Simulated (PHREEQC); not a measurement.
Solution (25 °C): 0.003 mol/kgw H2SO4, 0.00013 mol/kgw Li2SO4 and 0.16 mol/kgw NiSO4. Closed to the air; pH follows from the charge balance.

Equilibrium calculation in PHREEQC: ion-association model, wateq4f.dat.

Precipitation was switched off in this run.

Question: What pH, ionic strength does the model give?

Answer: pH 2.82; ionic strength 0.320 mol/kgw.

Question: In which forms is Ni present?

Answer: NiSO4 50 %, Ni+2 50 % of the Ni.
